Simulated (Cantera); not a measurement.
An isothermal, constant-pressure homogeneous reactor starts with C2H6 : N2 = 1 : 2.8 (molar parts), at 1748 K and 0.987 atm.

Computed with Cantera and GRI-Mech 3.0 (53 species, 325 reactions). GRI-Mech 3.0 stops at C3 and has no aromatics, soot or wall deposition, so with more carbon than oxygen in the feed, carbon stays in small species such as C2H2 where larger ones or solid carbon would form.

x: mole fraction; the columns are a selection and need not sum to one.

```json
[
 {"t (s)": "1.00e-6", "x C2H6": "0.254", "x H": "…", "x CH2": "6.66e-6", "x C2H4": "0.000899", "x H2": "0.000974", "x HCN": "7.67e-10", "x CH3": "0.00936"},
 {"t (s)": "1.09e-5", "x C2H6": "0.112", "x H": "…", "x CH2": "2.69e-5", "x C2H4": "0.0786", "x H2": "0.0774", "x HCN": "3.38e-7", "x CH3": "0.0164"},
 {"t (s)": "0.000119", "x C2H6": "0.000681", "x H": "…", "x CH2": "9.59e-7", "x C2H4": "0.0588", "x H2": "0.206", "x HCN": "5.63e-7", "x CH3": "0.00135"},
 {"t (s)": "0.00130", "x C2H6": "7.43e-5", "x H": "…", "x CH2": "1.92e-7", "x C2H4": "0.00481", "x H2": "0.253", "x HCN": "5.44e-7", "x CH3": "0.000544"},
 {"t (s)": "0.0141", "x C2H6": "2.55e-5", "x H": "…", "x CH2": "1.23e-7", "x C2H4": "0.00181", "x H2": "0.293", "x HCN": "6.05e-7", "x CH3": "0.000326"},
 {"t (s)": "0.154", "x C2H6": "1.57e-6", "x H": "0.000132", "x CH2": "3.05e-8", "x C2H4": "0.00189", "x H2": "0.333", "x HCN": "8.81e-7", "x CH3": "7.21e-5"},
 {"t (s)": "1.68", "x C2H6": "1.09e-6", "x H": "0.000133", "x CH2": "2.36e-8", "x C2H4": "0.00190", "x H2": "0.336", "x HCN": "2.38e-6", "x CH3": "5.51e-5"},
 {"t (s)": "18.3", "x C2H6": "1.09e-6", "x H": "0.000133", "x CH2": "2.36e-8", "x C2H4": "0.00190", "x H2": "0.336", "x HCN": "2.28e-5", "x CH3": "5.51e-5"},
 {"t (s)": "200", "x C2H6": "1.09e-6", "x H": "0.000133", "x CH2": "2.36e-8", "x C2H4": "0.00190", "x H2": "0.336", "x HCN": "0.000325", "x CH3": "5.50e-5"}
]
```

What belongs in the gaps?


- 1.00e-6, x H: 8.11e-5
- 1.09e-5, x H: 0.000474
- 0.000119, x H: 0.000167
- 0.00130, x H: 9.11e-5
- 0.0141, x H: 0.000109
